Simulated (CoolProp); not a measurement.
The fluid at 397.02 K and 5.82 MPa is throttled through a valve to 3.96 MPa with no heat exchange. The same conditions are run with several fluids, on thermodynamics alone (safety and materials aside).

Values from CoolProp's reference Helmholtz-energy equation of state of each fluid (R13: Platzer 1990; carbon monoxide: Lemmon 2006; R227EA: Lemmon 2016; propylene: Lemmon 2013; normal hydrogen: Leachman 2009). The equations of Platzer and Polt are older, rougher fits.

| fluid | temperature change (K) | final phase | final density (kg/m³) |
|---|---|---|---|
| R13 | -10.6 | gas | 152 |
| carbon monoxide | -1.9 | supercritical | 33.4 |
| R227EA | -8.5 | supercritical | 693 |
| propylene | -20.9 | gas | 81.7 |
| normal hydrogen | +0.8 | supercritical | 2.37 |
